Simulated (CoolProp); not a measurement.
Vapour-liquid equilibrium of n-hexane (1) + ethylbenzene (2) at 299.4 K; x and y are mole fractions of (1).

Model: multi-fluid Helmholtz-energy mixture model, Thol 2019 and Zhou 2012; pair parameters Bell 2016, in CoolProp.

```
x     bubble pressure, mixture model (MPa)  bubble pressure, Raoult's law (MPa)  y, mixture model  y, Raoult's law
----  ------------------------------------  -----------------------------------  ----------------  ---------------
0.05                              0.002906                             0.002369             0.550            0.449
0.15                              0.005597                             0.004360             0.788            0.732
0.25                                     ?                             0.006351             0.865            0.838
0.35                                     ?                             0.008342             0.904            0.893
0.45                               0.01176                              0.01033             0.929            0.927
0.55                               0.01348                              0.01232             0.946            0.950
0.65                                     ?                              0.01431             0.961            0.966
0.75                                     ?                              0.01631             0.973            0.979
0.85                               0.01853                              0.01830                 ?            0.989
0.95                               0.02033                              0.02029                 ?            0.997
```

Question: Fill in the missing entries.

Answer: 
- 0.25, bubble pressure, mixture model (MPa): 0.007901
- 0.35, bubble pressure, mixture model (MPa): 0.009927
- 0.65, bubble pressure, mixture model (MPa): 0.01515
- 0.75, bubble pressure, mixture model (MPa): 0.01682
- 0.85, y, mixture model: 0.984
- 0.95, y, mixture model: 0.995

The largest gap from Raoult's law is +28.4 % in bubble pressure, at x = 0.15. No azeotrope shows between x = 0.05 and 0.95.

Pair parameters are fitted to limited data, so mixtures are less certain than the pure fluids.
